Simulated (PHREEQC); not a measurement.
A solution holds 0.002 mol HF, 0.00048 mol H2SiF6, 0.015 mol H3PO4 and 0.00031 mol H2SO4 per kg of water, at 95 °C. Closed to the air; pH follows from the charge balance.

All values are PHREEQC results (ion-association model, phreeqc.dat), not measurements.

**Question.** The ionic strength comes out as 0.00652 mol/kgw. What activity coefficients do HSO4-, H+, HF2-, H2PO4-, SO4-2 get?

**Answer.** HSO4- 0.91, H+ 0.92, HF2- 0.91, H2PO4- 0.91, SO4-2 0.68.

No solid was allowed to form. At this temperature some constants are extrapolated from 25 °C, and those without enthalpy data are left unchanged. SiF6-2 is the database's only silicon fluoride.
